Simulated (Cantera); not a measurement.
Cantera with NASA thermochemical tables; ideal gases at 1 bar, condensed phases pure. Values are per mole of reaction as written; species without (g) are pure solids or liquids, kept so even where they would boil at 1 bar.

Problem. Between 848 and 1248 K, where is each reaction favourable under standard conditions?
- H2O(g) + Li2O ⇌ 2 OH(g) + 2 Li(g)

Solution. 
- H2O(g) + Li2O ⇌ 2 OH(g) + 2 Li(g): ΔG° is 883 kJ at 848 K and 719 kJ at 1248 K; it stays positive (K < 1). ΔH° is 1223 kJ and ΔS° 404 J/K at 1248 K.
